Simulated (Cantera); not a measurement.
A Cantera script and what it prints.

```python
import numpy as np
import cantera as ct

gas_names = """
    Fe FeO Fe(OH)2 H HO2 H2 H2O H2O2 H2S H2SO4 O OH O2 O3 S SH SO SO2 SO3 S2 S2O S8
""".split()
cond_names = """
    Fe(a) Fe(c) Fe(d) Fe(L) FeO(s) FeO(L) Fe(OH)2(s) Fe(OH)3(s) FeS(a) FeS(b) FeS(c) FeS(L) FeSO4(s)
    FeS2(s) Fe2O3(s) Fe2S3O12(s) Fe3O4(s) H2O(s) H2O(L) H2SO4(L) S(cr1) S(cr2) S(L)
""".split()


# ... load() reads the species with a 1 bar reference pressure and builds the phases ...
atoms = {
    'FeS': {'Fe': 1, 'S': 1},
    'H2': {'H': 2},
    'H2O': {'H': 2, 'O': 1},
}
top_T = {'FeSO4(s)': 950, 'FeS2(s)': 1010, 'Fe2O3(s)': 1830, 'Fe2S3O12(s)': 1100, 'Fe3O4(s)': 1870}  # K; cautious upper limits of use, not melting points


# ... equilibrate(T, P, feed) seeds the gas with the atoms and calls Mixture.equilibrate('TP', solver="vcs", rtol=1e-11, max_steps=5000) ...
results = []
T = 1750  # K
P = 1000  # Pa
for m in [270, 630, 990, 1300, 1700, 2100, 2400, 2800]:
    feed = {'FeS': 1, 'H2': m, 'H2O': 2.6}  # mol
    mix = equilibrate(T, P, feed)
    results.append((T, P, feed, dict(zip(mix.species_names, mix.species_moles))))

top = {s: max(r[3][s] / sum(r[3][g] for g in gas_names) for r in results) for s in gas_names}
cols = sorted((s for s in top if top[s] > 0.0001), key=lambda s: -top[s])[:8]
seen = [c for c in cond_names if any(r[3].get(c, 0) > 1e-12 for r in results)]
print("log10 of partial pressures in bar; condensed amounts in mol")
print(f"{'n(H2)':>10s}" + "".join(f"{s[:9]:>10s}" for s in cols + seen))
for T, P, feed, n in results:
    ng = sum(n[g] for g in gas_names)
    print(f"{feed['H2']:10.4g}" + "".join(f"{np.log10(max(n[s] / ng * P / 1e5, 1e-99)):10.3f}" for s in cols)
          + "".join(f"{n.get(c, 0):10.4g}" for c in seen))
```

It prints:

```
log10 of partial pressures in bar; condensed amounts in mol
     n(H2)        H2       H2O         H       H2S        Fe        SH        S2     Fe(d)
       270    -2.007    -4.022    -4.637    -4.647    -4.856    -5.174    -5.497    0.6188
       630    -2.004    -4.388    -4.635    -4.969    -4.856    -5.498    -6.148     0.116
       990    -2.003    -4.583    -4.635    -5.150    -4.998    -5.680    -6.513         0
      1300    -2.003    -4.701    -4.635    -5.262    -5.116    -5.792    -6.738         0
      1700    -2.002    -4.817    -4.635    -5.374    -5.232    -5.903    -6.961         0
      2100    -2.002    -4.909    -4.634    -5.462    -5.324    -5.992    -7.139         0
      2400    -2.002    -4.967    -4.634    -5.518    -5.381    -6.048    -7.252         0
      2800    -2.002    -5.033    -4.634    -5.584    -5.448    -6.114    -7.382         0
```

These are equilibrium values from Cantera (NASA tables, ideal gas, pure condensed phases), not measurements of a reactor.
